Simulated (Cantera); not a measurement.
**Ignition delay**

Mixture: 19.8 % CO, 1.23 % H2, 5.54 % CH4, 15.4 % O2, 58.0 % N2, equivalence ratio 1.4, at 12.0 bar, adiabatic and at constant volume. Ignition delay is the time to a rise of 400 K.

Computed with Cantera and GRI-Mech 3.0 (53 species, 325 reactions). The pressure lies above the range GRI-Mech 3.0 was tuned for (to about 10 atm).

```
T0 (K)  delay (ms)
------  ----------
1223         0.751
1298         0.373
1373         0.192
1448         0.102
1523        0.0564
1598        0.0324
1673        0.0195
1748        0.0122
```

| Item | Value |
|---|---|
| apparent activation energy between 1598 and 1748 K | 150 kJ/mol |
